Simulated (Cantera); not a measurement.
What does this Cantera script print?

```python
import numpy as np
import cantera as ct

surf = ct.Interface("ptcombust.yaml", "Pt_surf")
gas = surf.adjacent["gas"]
gas.TPX = 1000, 100000, {'H2': 0.0024, 'O2': 0.045, 'N2': 0.79, 'H2O': 0.007}
surf.TP = 1000, 100000
reactor = ct.FlowReactor(gas, clone=False)
reactor.area = 0.0001  # m2
reactor.surface_area_to_volume_ratio = 1300  # 1/m
reactor.mass_flow_rate = 1.7 * reactor.area * gas.density  # inlet velocity 1.7 m/s
reactor.energy_enabled = False
wall = ct.ReactorSurface(surf, reactor, clone=False)
net = ct.ReactorNet([reactor])
net.rtol, net.atol = 1e-8, 1e-16
show, cover = ['H2', 'O2', 'H2O'], ['PT(S)', 'H(S)', 'O(S)', 'OH(S)', 'CO(S)', 'C(S)']

rows = []
print(f"{'z/m':>9s}{'u/(m/s)':>9s}" + "".join(f"{s:>13s}" for s in show + cover))
for z in [0.00016, 0.00029, 0.00051, 0.00091, 0.0016, 0.0029, 0.0051, 0.0091, 0.016]:
    net.advance(z)
    rows.append([reactor.speed, *gas[show].X, *surf[cover].coverages])
    print(f"{z:9.4g}{rows[-1][0]:9.3g}" + "".join(f"{x:13.4e}" for x in rows[-1][1:]))
```

It prints:

```
      z/m  u/(m/s)           H2           O2          H2O        PT(S)         H(S)         O(S)        OH(S)        CO(S)         C(S)
  0.00016      1.7   8.9284e-04   5.2368e-02   1.0250e-02   2.3970e-01   3.9508e-07   7.5831e-01   1.9897e-03  -3.2377e-28  -2.2700e-30
  0.00029      1.7   3.6358e-04   5.2117e-02   1.0782e-02   2.3447e-01   3.8300e-07   7.6353e-01   1.9968e-03  -1.7031e-27  -1.1999e-29
  0.00051      1.7   8.1433e-05   5.1984e-02   1.1066e-02   2.3181e-01   3.7690e-07   7.6619e-01   2.0006e-03   4.3332e-28   2.8771e-30
  0.00091      1.7   5.4546e-06   5.1948e-02   1.1142e-02   2.3110e-01   3.7530e-07   7.6689e-01   2.0016e-03  -2.1914e-26  -1.5218e-28
   0.0016      1.7   5.1829e-08   5.1945e-02   1.1148e-02   2.3105e-01   3.7518e-07   7.6694e-01   2.0017e-03  -3.1330e-32   1.5386e-35
   0.0029      1.7   1.1650e-10   5.1945e-02   1.1148e-02   2.3105e-01   3.7518e-07   7.6694e-01   2.0017e-03   1.9212e-28   1.2778e-30
   0.0051      1.7   1.0851e-10   5.1945e-02   1.1148e-02   2.3105e-01   3.7518e-07   7.6694e-01   2.0017e-03  -1.6160e-33  -1.1214e-35
   0.0091      1.7   1.0851e-10   5.1945e-02   1.1148e-02   2.3105e-01   3.7518e-07   7.6694e-01   2.0017e-03   3.9516e-33   2.7421e-35
    0.016      1.7   1.0851e-10   5.1945e-02   1.1148e-02   2.3105e-01   3.7518e-07   7.6694e-01   2.0017e-03   3.8435e-33   2.6671e-35
```

Model: Deutschmann's 1995 Pt surface mechanism with GRI-Mech 3.0 gas chemistry, integrated in Cantera. Catalytic surfaces can have several steady states; this one follows from the mechanism file's or the stated starting coverage. Mass transfer to the wall is taken as infinitely fast.
